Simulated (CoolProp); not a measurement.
Vapour-liquid equilibrium of carbon dioxide (1) + hydrogen sulfide (2) at -14.35 °C; x and y are mole fractions of (1).

Computed with CoolProp (multi-fluid Helmholtz-energy mixture model, Span 1996 and Lemmon 2006; pair parameters Kunz 2012).

| x | bubble pressure (bar) | y at the bubble point | dew pressure at overall composition x (bar) | liquid density (mol/L) |
|---|---|---|---|---|
| 0.05 | 8.609 | 0.250 | 6.936 | ? |
| 0.15 | 11.93 | ? | 7.687 | 25.20 |
| 0.25 | 14.45 | 0.601 | 8.609 | ? |
| 0.35 | ? | ? | 9.767 | 24.36 |
| 0.45 | 17.84 | ? | 11.26 | 23.79 |
| 0.55 | 19.08 | 0.761 | ? | 23.22 |
| 0.65 | 20.19 | 0.801 | 15.77 | 22.73 |
| 0.75 | 21.22 | 0.845 | 18.77 | 22.39 |
| 0.85 | 22.18 | 0.898 | ? | 22.30 |
| 0.95 | 23.01 | 0.962 | 22.88 | 22.54 |

**Question.** Some entries are withheld; supply them.

**Answer.** 
- 0.05, liquid density (mol/L): 25.34
- 0.15, y at the bubble point: 0.488
- 0.25, liquid density (mol/L): 24.85
- 0.35, bubble pressure (bar): 16.35
- 0.35, y at the bubble point: 0.670
- 0.45, y at the bubble point: 0.719
- 0.55, dew pressure at overall composition x (bar): 13.21
- 0.85, dew pressure at overall composition x (bar): 21.31

No azeotrope shows between x = 0.05 and 0.95.

Pair parameters are fitted to limited data, so mixtures are less certain than the pure fluids.
